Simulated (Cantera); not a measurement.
An adiabatic, constant-pressure homogeneous reactor starts with 15.1 % CH4, 0.709 % C2H6, 0.829 % C3H8, 17.5 % O2, 65.9 % N2, equivalence ratio 2.1, at 1450 K and 2.17 atm.

Cantera simulation using GRI-Mech 3.0 (53 species, 325 reactions); the numbers are that mechanism's predictions, not measurements.

Q: Predict: time of steepest temperature rise; temperature at 1.00 s; equilibrium temperature; x(NO) at 1.00 s.

A: time of steepest temperature rise: 0.299 ms
temperature at 1.00 s: 2443 K
equilibrium temperature: 2443 K
x(NO) at 1.00 s: 7.59e-5 (gas-phase equilibrium 7.59e-5)
